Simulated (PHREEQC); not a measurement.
Model water analysis in mg/L, 25 °C, pH 4.07, pe 8.9:

| constituent | mg/L |
|---|---|
| Na | 2730 |
| K | 114 |
| Ca | 1010 |
| Mg | 672 |
| Cl | 736 |
| S(6) as SO4 | 10000 |
| Mn(2) | 25.6 |

Na is adjusted to close the charge balance.
Valence states are taken as typed.

Computed with PHREEQC (ion-association model, wateq4f.dat).

| Item | Result |
|---|---|
| ionic strength | 0.257 mol/kgw |
| total alkalinity | -0.323 meq/kg |

```
species  molality  activity   log γ
-------  --------  --------  ------
Na+         0.111    0.0812  -0.136
SO4-2      0.0665    0.0177  -0.574
Cl-        0.0211    0.0146  -0.159
MgSO4      0.0157    0.0167   0.026
CaSO4      0.0128    0.0136   0.026
Ca+2       0.0128   0.00384  -0.522
Mg+2       0.0123   0.00401  -0.488
NaSO4-    0.00988   0.00722  -0.136
K+        0.00265   0.00183  -0.159
KSO4-    0.000313  0.000229  -0.136
```

Precipitation was switched off in this run. The solution is supersaturated, for example in Gypsum, so a real one may precipitate; this is no full list.
